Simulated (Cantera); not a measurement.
Charge: 1 mol Fe₂O₃, 0.1 mol O₂, 1.3 mol N₂, held at 24.0 mbar.

Method: chemical equilibrium by Gibbs-energy minimisation in Cantera with the NASA 1993 tables (ideal gas, pure condensed phases). Candidate condensed phases: Fe, FeO, Fe₂O₃, Fe₃O₄; 11 gas species. The numbers say what is thermodynamically allowed, not how fast it happens.

x: gas mole fraction; n: condensed amount in mol.

| T (K) | x N₂ | x O₂ | x NO | x O | x FeO | x NO₂ | n Fe₂O₃(s) | n Fe₃O₄(s) |
|---|---|---|---|---|---|---|---|---|
| 975 | 0.929 | 0.0714 | ___ | 1.24e-10 | <1e-12 | 8.71e-8 | 1.00 | 0 |
| 1050 | 0.929 | 0.0714 | ___ | 1.15e-9 | <1e-12 | 1.17e-7 | 1.00 | 0 |
| 1125 | 0.929 | 0.0714 | ___ | 7.96e-9 | <1e-12 | 1.51e-7 | 1.00 | 0 |
| 1200 | 0.929 | 0.0714 | ___ | 4.32e-8 | <1e-12 | 1.90e-7 | 1.00 | 0 |
| 1275 | 0.928 | 0.0713 | ___ | 1.93e-7 | <1e-12 | 2.31e-7 | 1.00 | 0 |
| 1350 | 0.928 | 0.0713 | ___ | 7.27e-7 | 5.43e-12 | 2.76e-7 | 1.00 | 0 |
| 1425 | 0.928 | 0.0712 | ___ | 2.39e-6 | 1.06e-10 | 3.24e-7 | 1.00 | 0 |
| 1500 | 0.829 | 0.170 | ___ | 1.08e-5 | 1.20e-9 | 8.44e-7 | 0 | 0.667 |
| 1575 | 0.829 | 0.169 | ___ | 2.84e-5 | 1.14e-8 | 9.62e-7 | 0 | 0.667 |
| 1650 | 0.829 | 0.169 | ___ | 6.87e-5 | 8.85e-8 | 1.08e-6 | 0 | 0.667 |
| 1725 | 0.828 | 0.169 | ___ | 0.000154 | 5.70e-7 | 1.21e-6 | 0 | 0.667 |
| 1800 | 0.828 | 0.168 | ___ | 0.000322 | 3.13e-6 | 1.33e-6 | 0 | 0.667 |

Task: What belongs in the gaps?

Result: 
- 975, x NO: 1.49e-5
- 1050, x NO: 3.34e-5
- 1125, x NO: 6.72e-5
- 1200, x NO: 0.000124
- 1275, x NO: 0.000212
- 1350, x NO: 0.000342
- 1425, x NO: 0.000526
- 1500, x NO: 0.00113
- 1575, x NO: 0.00160
- 1650, x NO: 0.00219
- 1725, x NO: 0.00293
- 1800, x NO: 0.00381
